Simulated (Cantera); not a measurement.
Mixture: 9.89 % CH4, 20.0 % O2, 63.9 % N2, 6.23 % H2, at 380000 Pa, adiabatic and at constant volume. Ignition delay is the time to a rise of 400 K.

Cantera simulation using GRI-Mech 3.0 (53 species, 325 reactions); the numbers are that mechanism's predictions, not measurements.

Question: Predict: delay at 1173 K; delay at 1373 K; delay at 1573 K; delay at 1773 K; apparent activation energy between 1673 and 1873 K.

Answer: 
```
Quantity                                                 Value
--------------------------------------------------  ----------
delay at 1173 K                                       0.608 ms
delay at 1373 K                                       0.130 ms
delay at 1573 K                                        37.2 µs
delay at 1773 K                                        13.3 µs
apparent activation energy between 1673 and 1873 K  120 kJ/mol
```
